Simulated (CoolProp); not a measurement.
The fluid at 468.84 K and 0.436 MPa expands adiabatically to 0.0426 MPa with isentropic efficiency 0.85. The same conditions are run with several fluids, on thermodynamics alone (safety and materials aside).

Model: reference Helmholtz-energy equation of state of each fluid (n-pentane: Thol 2019; carbonyl sulfide: Lemmon 2006; isobutane: Bücker 2006; 1,2-dichloroethane: Thol 2015; hydrogen sulfide: Lemmon 2006), in CoolProp.

Q: Rank n-pentane, carbonyl sulfide, isobutane, 1,2-dichloroethane, hydrogen sulfide by work (kJ/kg), highest first.

A: hydrogen sulfide (173), isobutane (122), carbonyl sulfide (104), n-pentane (98.5), 1,2-dichloroethane (68.2)

```json
[
 {"fluid": "n-pentane", "final temperature (K)": "422.9", "final density (kg/m³)": "0.879"},
 {"fluid": "carbonyl sulfide", "final temperature (K)": "329.9", "final density (kg/m³)": "0.936"},
 {"fluid": "isobutane", "final temperature (K)": "414.2", "final density (kg/m³)": "0.722"},
 {"fluid": "1,2-dichloroethane", "final temperature (K)": "391.5", "final density (kg/m³)": "1.31"},
 {"fluid": "hydrogen sulfide", "final temperature (K)": "299.6", "final density (kg/m³)": "0.585"}
]
```
